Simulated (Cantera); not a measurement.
## NO annealing gas

A perfectly stirred reactor is fed with 89.3 % NO, 10.7 % N2, at 1.28 atm; it is held at 1900 K, and followed from long to short residence time.

Detailed kinetics in Cantera: GRI-Mech 3.0 (53 species, 325 reactions).

```csv
τ (s),x NO,x N2,x O,x NO2,x O2
25,0.0877,0.510,0.000167,0.000284,0.402
8.1,0.170,0.468,0.000159,0.000523,0.361
2.6,0.310,0.398,0.000143,0.000858,0.290
0.85,0.496,0.305,0.000120,0.00114,0.198
0.27,0.682,0.212,9.02e-5,0.00116,0.104
0.089,0.803,0.152,6.37e-5,0.000944,0.0442
0.029,0.860,0.123,4.57e-5,0.000706,0.0157
0.0094,0.882,0.112,3.61e-5,0.000556,0.00498
0.0030,0.889,0.109,3.02e-5,0.000457,0.00136
0.00098,0.892,0.108,2.34e-5,0.000337,0.000280
```
x: mole fraction; the columns are a selection and need not sum to one.
